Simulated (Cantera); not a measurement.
# Ignition delay

Mixture: 16.4 % H₂, 14.4 % O₂, 69.2 % N₂, equivalence ratio 0.57, at 7500 Torr, adiabatic and at constant pressure. Ignition delay is the time to a rise of 400 K.

Cantera simulation using GRI-Mech 3.0 (53 species, 325 reactions); the numbers are that mechanism's predictions, not measurements. The hydrogen kinetics of GRI-Mech 3.0 are dated; newer H2 mechanisms differ, most at raised pressure. Where the delays flatten at high temperature, the 400 K rule measures the pace of heat release, not the induction time.

```json
[
 {"T0 (K)": "1225", "delay (ms)": "0.0270"},
 {"T0 (K)": "1325", "delay (ms)": "0.00486"},
 {"T0 (K)": "1425", "delay (ms)": "0.00261"},
 {"T0 (K)": "1525", "delay (ms)": "0.00176"},
 {"T0 (K)": "1625", "delay (ms)": "0.00134"},
 {"T0 (K)": "1725", "delay (ms)": "0.00110"},
 {"T0 (K)": "1825", "delay (ms)": "0.000969"},
 {"T0 (K)": "1925", "delay (ms)": "0.000902"}
]
```
